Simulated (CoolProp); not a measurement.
Properties of ammonia along the isotherm 358.8 K.

Model: reference Helmholtz-energy equation of state, Gao 2020, in CoolProp.

| p (bar) | phase | Z | conductivity (mW/(m K)) | fugacity coefficient |
|---|---|---|---|---|
| 0.18 | gas | 0.9991 | 31.5 | 0.9991 |
| 0.264 | gas | 0.9987 | 31.5 | 0.9987 |
| 0.387 | gas | 0.9980 | 31.5 | 0.9980 |
| 0.568 | gas | 0.9971 | 31.5 | 0.9971 |
| 0.834 | gas | 0.9957 | 31.5 | 0.9958 |
| 1.22 | gas | 0.9938 | 31.6 | 0.9938 |
| 1.8 | gas | 0.9908 | 31.6 | 0.9909 |
| 2.64 | gas | 0.9864 | 31.7 | 0.9866 |
| 3.87 | gas | 0.9800 | 31.8 | 0.9804 |
| 5.68 | gas | 0.9704 | … | 0.9712 |
| 8.34 | gas | … | 32.3 | 0.9578 |
| 12.2 | gas | 0.9347 | 32.8 | 0.9383 |
| 18 | gas | 0.9009 | 33.5 | 0.9093 |
| 26.4 | gas | 0.8479 | 34.9 | 0.8673 |
| 38.7 | gas | 0.7574 | 37.6 | 0.8056 |
| 56.8 | liquid | 0.06536 | 326 | … |

**Question.** Some entries are withheld; supply them.

**Answer.** 
- 5.68, conductivity (mW/(m K)): 32.0
- 8.34, Z: 0.9561
- 56.8, fugacity coefficient: 0.6364

Thermal conductivity comes from a separate model (Tufeu 1984).
